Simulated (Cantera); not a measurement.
## Stirred combustor or abatement burner

A perfectly stirred reactor is fed with C₂H₄ : O₂ : N₂ : H₂O = 1 : 3.16 : 22.7 : 0.18 (molar parts), equivalence ratio 0.95, at 6300 Torr; it is adiabatic with a 400 K inlet, and is followed from long to short residence time, starting on the burning branch (τ in s: 0.17, 0.067, 0.027, 0.01, 0.0041, 0.0016, 0.00065, 0.00026, 0.0001, 4e-05, 1.6e-05, 6.2e-06).

Cantera simulation using GRI-Mech 3.0 (53 species, 325 reactions); the numbers are that mechanism's predictions, not measurements. GRI-Mech 3.0 was tuned for natural gas; its chemistry of ethylene as a main component is partial and can be far from experiment.

```
τ (s)    T (K)    x C₂H₄     x O₂   x H₂O₂    x CH₃    x C₂H
-------  -----  --------  -------  -------  -------  -------
0.17      1785   2.18e-6  0.00609  5.10e-8  1.39e-7  2.38e-9
0.067     1782   4.21e-6  0.00624  7.76e-8  2.81e-7  4.65e-9
0.027     1778   7.84e-6  0.00651  1.17e-7  5.58e-7  8.64e-9
0.010     1769   1.52e-5  0.00700  1.82e-7  1.18e-6  1.63e-8
0.0041    1757   2.73e-5  0.00773  2.67e-7  2.28e-6  2.78e-8
0.0016    1737   5.06e-5  0.00893  3.94e-7  4.50e-6  4.63e-8
0.00065   1708   9.44e-5   0.0107  5.71e-7  8.74e-6  7.07e-8
0.00026   1659  0.000199   0.0140  8.46e-7  1.87e-5  9.71e-8
0.00010    400    0.0370    0.117   <1e-12   <1e-12   <1e-12
4.0e-5     400    0.0370    0.117   <1e-12   <1e-12   <1e-12
1.6e-5     400    0.0370    0.117   <1e-12   <1e-12   <1e-12
6.2e-6     400    0.0370    0.117   <1e-12   <1e-12   <1e-12
```
x: mole fraction; the columns are a selection and need not sum to one.
